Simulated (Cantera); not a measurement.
A closed system holds: 1 mol Al, 0.034 mol H2O, 19 mol H2, at 0.220 bar.

Equilibrium computed with Cantera from the NASA thermochemical tables; the gas is ideal and each condensed phase is pure. Candidate condensed phases: Al, Al2O3, H2O; 19 gas species. Mutual solubility and eutectic melting of coexisting phases are not modelled. Equilibrium is a limit: real reactors are often held back by kinetics, nucleation or transport.

Problem. Which condensed phases are stable at each of these points (T (K)): 850, 875, 900, 925, 950, 975, 1000, 1025, 1050, 1075, 1100, 1125?

Solution. 
```
T (K)  condensed phases  Al condensed (%)
-----  ----------------  ----------------
850    Al(s) + Al2O3(s)             100.0
875    Al(s) + Al2O3(s)             100.0
900    Al(s) + Al2O3(s)             100.0
925    Al(s) + Al2O3(s)             100.0
950    Al(l) + Al2O3(s)             100.0
975    Al(l) + Al2O3(s)             100.0
1000   Al(l) + Al2O3(s)             100.0
1025   Al(l) + Al2O3(s)             100.0
1050   Al(l) + Al2O3(s)             100.0
1075   Al(l) + Al2O3(s)             100.0
1100   Al(l) + Al2O3(s)             100.0
1125   Al(l) + Al2O3(s)             100.0
```

From 850 K to 925 K the condensed part is Al(s) + Al2O3(s). From 950 K to 1125 K the condensed part is Al(l) + Al2O3(s).
